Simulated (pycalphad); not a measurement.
All values are pycalphad results on the COST 507 light-alloy database (1999) (1 atm), not direct measurements. The data set is of 1999 and partly superseded. Amounts are mole fractions of atoms.

Q: Give the equilibrium state of Si-3.58Cu (at.%) at 417 °C.

A: 
```
T = 690.00 K, P = 101325 Pa, N = 1 mol of atoms
G = -17607 J/mol, H = 9170 J/mol, S = 38.81 J/(mol K)  (SER reference)
chemical potentials (J/mol): Si -17103, Cu -31174
phase             fraction      x(Si)      x(Cu)
DIAMOND_A4          0.9529     1.0000       none
CU19SI6_ETA         0.0471     0.2400     0.7600
```

Q: Give the equilibrium state of Si-3.58Cu (at.%) at 1097 °C.

A: 
```
T = 1370.00 K, P = 101325 Pa, N = 1 mol of atoms
G = -50942 J/mol, H = 28939 J/mol, S = 58.31 J/(mol K)  (SER reference)
chemical potentials (J/mol): Si -49537, Cu -88793
phase             fraction      x(Si)      x(Cu)
DIAMOND_A4          0.9231     1.0000       none
LIQUID              0.0769     0.5346     0.4654
```

Database names, with the compositions (at.%) that they take in these runs: CU19SI6_ETA: Cu 76 Si 24. DIAMOND_A4 is diamond (Si). An entry "none" or "no" means that the model of the phase leaves that element out.
